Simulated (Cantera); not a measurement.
Feed: 1 mol K2CO3, 0.18 mol C, 0.51 mol H2O, at 1100 °C and 100000 Pa.

Cantera equilibrium calculation (NASA polynomials, part measured and part estimated; ideal gas, pure solids and liquids). Kinetics and transport are ignored.

```json
[
 {"species": "H2O", "before": "0.374", "after": "0.302"},
 {"species": "H2", "before": "0.331", "after": "0.196"},
 {"species": "CO", "before": "0.173", "after": "0.172"},
 {"species": "KOH", "before": "0.0236", "after": "0.137"},
 {"species": "K", "before": "0.00425", "after": "0.0640"},
 {"species": "CO2", "before": "0.0945", "after": "0.129"},
 {"species": "K2(OH)2", "before": "0.000115", "after": "0.000510"},
 {"species": "KH", "before": "3.96e-6", "after": "1.67e-5"},
 {"species": "K2CO3(l), mol", "before": "0.990", "after": "0.909"}
]
```
Gas species are given as mole fractions.

**Question.** Which change was made?
(A) temperature from 1100 °C to 877 °C
(B) temperature from 1100 °C to 1802 °C
(C) C from 0.18 to 1.1 mol
(D) pressure from 100000 Pa to 13300 Pa

**Answer.** D, pressure from 100000 Pa to 13300 Pa
